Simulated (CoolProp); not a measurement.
n-dodecane along the isobar 5.85 bar: fugacity coefficient from the reference equation and from simpler models built on Tc = 385.0 °C, pc = 18.18 bar, ω = 0.574; each cubic takes its own stable root.

Model: reference Helmholtz-energy equation of state, Lemmon 2004, in CoolProp. It is a short technical equation, of lower accuracy than the large ones.

| T (°C) | phase | reference |
|---|---|---|
| 239.75 | liquid | 0.2731 |
| 246.35 | liquid | 0.3099 |
| 252.95 | liquid | 0.3499 |
| 259.55 | liquid | 0.3933 |
| 266.25 | liquid | 0.4408 |
| 272.85 | liquid | 0.4910 |
| 279.45 | liquid | 0.5447 |
| 286.05 | liquid | 0.6018 |
| 292.75 | liquid | 0.6632 |
| 299.35 | liquid | 0.7270 |
| 312.55 | gas | 0.8046 |
| 319.25 | gas | 0.8128 |
| 325.85 | gas | 0.8205 |
| 332.45 | gas | 0.8278 |

**Question.** How far does each simpler model (van der Waals, Redlich-Kwong, Soave-Redlich-Kwong, Peng-Robinson) lie from the reference over these 14 states: mean and median of the absolute difference, and the worst?

**Answer.** 
- van der Waals: mean 69.3 %, median 49.9 %, worst +202.9 % at 239.75 °C and 5.85 bar
- Redlich-Kwong: mean 46.2 %, median 44.3 %, worst +103.6 % at 239.75 °C and 5.85 bar
- Soave-Redlich-Kwong: mean 4.4 %, median 4.6 %, worst +5.6 % at 299.35 °C and 5.85 bar
- Peng-Robinson: mean 2.8 %, median 3.1 %, worst +3.4 % at 299.35 °C and 5.85 bar

At some of these states van der Waals, Redlich-Kwong gives the other phase, because its saturation line lies elsewhere.
